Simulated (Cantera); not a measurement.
## Dilute partial oxidation

An isothermal, constant-pressure homogeneous reactor starts with C2H6 : O2 : N2 : H2O = 0.0052 : 0.0051 : 1 : 0.093 (molar parts), equivalence ratio 3.6, at 1525 K and 750 Torr.

Computed with Cantera and GRI-Mech 3.0 (53 species, 325 reactions).

```json
[
 {"t (s)": "1.00e-6", "x C2H6": "0.00471", "x O2": "0.00462", "x HCO": "<1e-12", "x C2H": "<1e-12", "x H": "2.77e-8"},
 {"t (s)": "4.12e-6", "x C2H6": "0.00469", "x O2": "0.00462", "x HCO": "<1e-12", "x C2H": "<1e-12", "x H": "2.80e-7"},
 {"t (s)": "1.70e-5", "x C2H6": "0.00460", "x O2": "0.00462", "x HCO": "2.08e-10", "x C2H": "<1e-12", "x H": "5.76e-6"},
 {"t (s)": "7.02e-5", "x C2H6": "0.00359", "x O2": "0.00455", "x HCO": "6.58e-8", "x C2H": "2.65e-10", "x H": "4.73e-5"},
 {"t (s)": "0.000289", "x C2H6": "0.000435", "x O2": "0.00382", "x HCO": "3.65e-7", "x C2H": "2.89e-8", "x H": "8.81e-5"},
 {"t (s)": "0.00119", "x C2H6": "1.20e-5", "x O2": "0.00160", "x HCO": "6.36e-8", "x C2H": "6.40e-8", "x H": "8.89e-5"},
 {"t (s)": "0.00492", "x C2H6": "3.87e-6", "x O2": "0.000415", "x HCO": "4.15e-9", "x C2H": "1.58e-8", "x H": "2.97e-5"},
 {"t (s)": "0.0203", "x C2H6": "1.04e-6", "x O2": "9.20e-5", "x HCO": "3.67e-10", "x C2H": "4.13e-9", "x H": "9.34e-6"},
 {"t (s)": "0.0838", "x C2H6": "3.34e-7", "x O2": "1.05e-5", "x HCO": "7.48e-11", "x C2H": "1.57e-9", "x H": "4.20e-6"},
 {"t (s)": "0.346", "x C2H6": "2.56e-7", "x O2": "4.23e-8", "x HCO": "4.27e-11", "x C2H": "9.43e-10", "x H": "3.30e-6"},
 {"t (s)": "1.43", "x C2H6": "2.35e-7", "x O2": "2.08e-10", "x HCO": "3.09e-11", "x C2H": "4.87e-10", "x H": "3.01e-6"},
 {"t (s)": "5.88", "x C2H6": "1.02e-7", "x O2": "1.45e-10", "x HCO": "2.30e-11", "x C2H": "1.41e-10", "x H": "3.04e-6"},
 {"t (s)": "24.2", "x C2H6": "6.48e-9", "x O2": "1.11e-10", "x HCO": "1.88e-11", "x C2H": "7.42e-12", "x H": "3.19e-6"},
 {"t (s)": "100", "x C2H6": "1.30e-12", "x O2": "1.05e-10", "x HCO": "1.81e-11", "x C2H": "<1e-12", "x H": "3.28e-6"}
]
```
x: mole fraction; the columns are a selection and need not sum to one.

Equilibrium at this temperature and pressure: C2H6 <1e-12, O2 1.09e-10, HCO 1.84e-11, C2H <1e-12, H 3.34e-6 (gas phase only).
